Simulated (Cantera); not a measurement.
Fluorocarbon and chlorocarbon gases: c-C4F8 + H2

Charge: 1 mol c-C4F8, 2.3 mol H2, at 17.0 mbar.

Method: chemical equilibrium by Gibbs-energy minimisation in Cantera with the NASA 1993 tables (ideal gas, pure condensed phases). Candidate condensed phases: C, C6H6, C7H8, C8H18; 95 gas species. The feed counts by its element totals alone. Condensed phases not in the tables: fluorocarbon polymer. Gases not in the tables: C2F6 and larger saturated fluorocarbons. Kinetics and transport are ignored.

```tsv
T (°C)	x HF	x CF4	x CF2	x F	x CF3	x CHF3	n C(graphite)
602	0.844	0.156	1.26e-11	<1e-12	4.59e-11	1.66e-7	3.15
752	0.844	0.156	3.75e-9	2.08e-10	4.56e-9	3.91e-7	3.15
902	0.844	0.156	2.57e-7	2.36e-8	1.39e-7	7.39e-7	3.15
1052	0.844	0.156	6.67e-6	9.22e-7	1.95e-6	1.21e-6	3.15
1202	0.844	0.156	8.85e-5	1.71e-5	1.58e-5	1.80e-6	3.15
1352	0.844	0.155	0.000722	0.000185	8.69e-5	2.50e-6	3.15
1502	0.841	0.153	0.00407	0.00134	0.000353	3.25e-6	3.14
```
x: gas mole fraction; n: condensed amount in mol.

From 602 °C to 1502 °C the condensed part is C(graphite). The main C-bearing gas is CF4 throughout.
